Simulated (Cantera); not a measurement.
An isothermal, constant-pressure homogeneous reactor starts with C3H8 : H2 = 1 : 3.4 (molar parts), at 1173 K and 2670 Pa. Integrator tolerance rtol = 1e-08.

Cantera simulation using GRI-Mech 3.0 (53 species, 325 reactions); the numbers are that mechanism's predictions, not measurements. GRI-Mech 3.0 was tuned for natural gas; its chemistry of propane as a main component is partial and can be far from experiment. GRI-Mech 3.0 stops at C3 and has no aromatics, soot or wall deposition, so with more carbon than oxygen in the feed, carbon stays in small species such as C2H2 where larger ones or solid carbon would form. Radical loss at walls, strong at low pressure, is not modelled.

Problem. What does this change do: pressure from 2670 Pa to 101000 Pa?

Solution. 
```json
[
 {"quantity": "x(C3H8) at 4.00 s", "before": "1.11e-6 (gas-phase equilibrium 9.17e-8)", "after": "7.32e-5 (gas-phase equilibrium 3.07e-6)"},
 {"quantity": "x(H2) at 4.00 s", "before": "0.646 (gas-phase equilibrium 0.589)", "after": "0.535 (gas-phase equilibrium 0.341)"},
 {"quantity": "x(C2H6) at 4.00 s", "before": "0.000513 (gas-phase equilibrium 9.16e-5)", "after": "0.0118 (gas-phase equilibrium 0.000793)"},
 {"quantity": "x(C2H) at 4.00 s", "before": "1.48e-11 (gas-phase equilibrium 1.25e-11)", "after": "1.57e-12 (gas-phase equilibrium <1e-12)"},
 {"quantity": "x(C2H2) at 4.00 s", "before": "0.0357 (gas-phase equilibrium 0.0949)", "after": "0.0109 (gas-phase equilibrium 0.00170)"},
 {"quantity": "x(H) at 4.00 s", "before": "1.93e-6 (gas-phase equilibrium 5.58e-7)", "after": "5.55e-7 (gas-phase equilibrium 6.89e-8)"},
 {"quantity": "x(C2H4) at 4.00 s", "before": "0.145 (gas-phase equilibrium 0.0276)", "after": "0.106 (gas-phase equilibrium 0.0109)"}
]
```

Problem. What does this change do: H2 3.4 to 15 parts?

Solution. 
| quantity | before | after |
|---|---|---|
| x(C3H8) at 4.00 s | 1.11e-6 (gas-phase equilibrium 9.17e-8) | 1.71e-7 (gas-phase equilibrium 7.21e-9) |
| x(H2) at 4.00 s | 0.646 (gas-phase equilibrium 0.589) | 0.883 (gas-phase equilibrium 0.831) |
| x(C2H6) at 4.00 s | 0.000513 (gas-phase equilibrium 9.16e-5) | 0.000208 (gas-phase equilibrium 1.89e-5) |
| x(C2H) at 4.00 s | 1.48e-11 (gas-phase equilibrium 1.25e-11) | 7.24e-12 (gas-phase equilibrium 1.09e-12) |
| x(C2H2) at 4.00 s | 0.0357 (gas-phase equilibrium 0.0949) | 0.0132 (gas-phase equilibrium 0.00983) |
| x(H) at 4.00 s | 1.93e-6 (gas-phase equilibrium 5.58e-7) | 3.51e-6 (gas-phase equilibrium 6.63e-7) |
| x(C2H4) at 4.00 s | 0.145 (gas-phase equilibrium 0.0276) | 0.0441 (gas-phase equilibrium 0.00403) |

Problem. What does this change do: temperature 1173 to 1298 K?

Solution. 
```csv
quantity,before,after
x(C3H8) at 4.00 s,1.11e-6 (gas-phase equilibrium 9.17e-8),2.76e-8 (gas-phase equilibrium 3.99e-9)
x(H2) at 4.00 s,0.646 (gas-phase equilibrium 0.589),0.682 (gas-phase equilibrium 0.743)
x(C2H6) at 4.00 s,0.000513 (gas-phase equilibrium 9.16e-5),3.73e-5 (gas-phase equilibrium 1.01e-5)
x(C2H) at 4.00 s,1.48e-11 (gas-phase equilibrium 1.25e-11),3.74e-10 (gas-phase equilibrium 5.83e-10)
x(C2H2) at 4.00 s,0.0357 (gas-phase equilibrium 0.0949),0.125 (gas-phase equilibrium 0.173)
x(H) at 4.00 s,1.93e-6 (gas-phase equilibrium 5.58e-7),4.63e-6 (gas-phase equilibrium 5.69e-6)
x(C2H4) at 4.00 s,0.145 (gas-phase equilibrium 0.0276),0.0407 (gas-phase equilibrium 0.00996)
```
